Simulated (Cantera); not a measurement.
Feed: 1 mol CH₃SiH₃, a varied amount of C₃H₈, 1300 mol H₂, at 1623.15 K and 4.80 mbar.

Cantera equilibrium calculation (NASA polynomials, part measured and part estimated; ideal gas, pure solids and liquids). Candidate condensed phases: C, C₆H₆, C₇H₈, C₈H₁₈, Si, SiC; 87 gas species. The feed counts by its element totals alone. Kinetics and transport are ignored.

### Question
At 0.015 mol C₃H₈, list the 3 most abundant gas species with their mole fractions, and the condensed phases.

### Answer
H₂ 0.999, H 0.000999, C₂H₂ (acetylene) 1.52e-5. Condensed: SiC(s).
